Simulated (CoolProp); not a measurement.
Properties of hydrogen chloride along the isobar 28.3 MPa.

Computed with CoolProp (reference Helmholtz-energy equation of state, Thol 2018).

```tsv
T (K)	phase	cp (kJ/(kg K))	cv (kJ/(kg K))	speed of sound (m/s)	expansivity (1/kK)	fugacity coefficient
181.2	liquid	1.612	1.068	1228	1.733	0.004063
185.7	liquid	1.609	1.057	1211	1.757	___
190.2	liquid	1.607	1.046	1194	1.782	0.006689
194.7	liquid	1.605	___	1176	1.810	0.008410
199.2	liquid	1.604	1.026	1159	___	0.01045
203.7	liquid	1.604	1.016	1141	1.868	0.01283
208.3	liquid	1.604	1.007	1123	1.901	0.01566
212.8	liquid	1.604	0.9981	1106	1.935	___
217.3	liquid	1.605	0.9895	1088	1.970	0.02246
221.8	liquid	1.607	___	1070	2.008	0.02654
226.3	liquid	1.609	0.9732	1053	2.047	0.03112
230.8	liquid	1.612	0.9655	1035	2.089	0.03620
235.3	liquid	1.615	0.9580	1017	2.133	0.04182
239.8	liquid	1.619	0.9507	998.9	2.180	0.04799
244.3	liquid	1.623	0.9436	981.0	2.230	0.05472
```

Question: Complete the blanks.

Answer: 
- 185.7, fugacity coefficient: 0.005250
- 194.7, cv (kJ/(kg K)): 1.036
- 199.2, expansivity (1/kK): 1.838
- 212.8, fugacity coefficient: 0.01884
- 221.8, cv (kJ/(kg K)): 0.9812
